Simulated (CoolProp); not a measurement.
Vapour-liquid equilibrium of R22 (1) + R114 (2) at 6.86 bar; x and y are mole fractions of (1).

Values from CoolProp's multi-fluid Helmholtz-energy mixture model, Kamei 1995 and Platzer 1990; pair parameters Bell 2016. This equation is an older, rougher fit; its heat capacities, sound speeds and derivatives of the liquid may be far off and weren't checked against measurements.

```json
[
 {"x": "0.05", "bubble temperature (°C)": "58.6", "y at the bubble point": "0.195", "dew temperature at overall composition x (°C)": "64.8", "liquid density (mol/L)": "?"},
 {"x": "0.15", "bubble temperature (°C)": "46.4", "y at the bubble point": "0.447", "dew temperature at overall composition x (°C)": "60.6", "liquid density (mol/L)": "8.546"},
 {"x": "0.25", "bubble temperature (°C)": "38.2", "y at the bubble point": "0.593", "dew temperature at overall composition x (°C)": "56.2", "liquid density (mol/L)": "9.071"},
 {"x": "0.35", "bubble temperature (°C)": "?", "y at the bubble point": "0.688", "dew temperature at overall composition x (°C)": "51.4", "liquid density (mol/L)": "9.600"},
 {"x": "0.45", "bubble temperature (°C)": "27.4", "y at the bubble point": "0.758", "dew temperature at overall composition x (°C)": "46.3", "liquid density (mol/L)": "10.16"},
 {"x": "0.55", "bubble temperature (°C)": "23.5", "y at the bubble point": "?", "dew temperature at overall composition x (°C)": "40.7", "liquid density (mol/L)": "10.76"},
 {"x": "0.65", "bubble temperature (°C)": "?", "y at the bubble point": "0.861", "dew temperature at overall composition x (°C)": "34.6", "liquid density (mol/L)": "11.42"},
 {"x": "0.75", "bubble temperature (°C)": "17.0", "y at the bubble point": "?", "dew temperature at overall composition x (°C)": "27.9", "liquid density (mol/L)": "12.15"},
 {"x": "0.85", "bubble temperature (°C)": "14.2", "y at the bubble point": "0.944", "dew temperature at overall composition x (°C)": "20.9", "liquid density (mol/L)": "12.97"},
 {"x": "0.95", "bubble temperature (°C)": "11.5", "y at the bubble point": "0.982", "dew temperature at overall composition x (°C)": "13.8", "liquid density (mol/L)": "13.90"}
]
```

Problem. Some entries are withheld; supply them.

Solution. 
- 0.05, liquid density (mol/L): 7.990
- 0.35, bubble temperature (°C): 32.1
- 0.55, y at the bubble point: 0.813
- 0.65, bubble temperature (°C): 20.1
- 0.75, y at the bubble point: 0.904

No azeotrope shows between x = 0.05 and 0.95.

The pair parameters rest on a limited set of measurements; away from them the model extrapolates.
